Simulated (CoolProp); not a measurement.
Vapour pressure (kPa) of benzene: the reference equation beside estimates from Tc = 562.0 K, pc = 4906 kPa, ω = 0.211.

Computed with CoolProp (reference Helmholtz-energy equation of state, Thol 2012).

```
T (K)  reference  van der Waals  Peng-Robinson
-----  ---------  -------------  -------------
348.8      88.26          516.6          89.28
351.7      96.68          541.1          97.63
354.6      105.7          566.3          106.6
357.5      115.4          592.4          116.2
360.4      125.8          619.2          126.4
363.3      136.8          646.8          137.4
366.2      148.6          675.3          149.1
369.1      161.2          704.5          161.6
372        174.6          734.6          174.8
374.9      188.9          765.6          188.9
377.8      204.0          797.3          203.9
380.7      220.0          830.0          219.7
383.6      237.0          863.5          236.5
386.5      254.9          897.9          254.3
389.4      273.9          933.2          273.1
```

Absolute difference from the reference over all 15 rows, mean and median: van der Waals 346.8 and 337.0 %, Peng-Robinson 0.4 and 0.3 %.
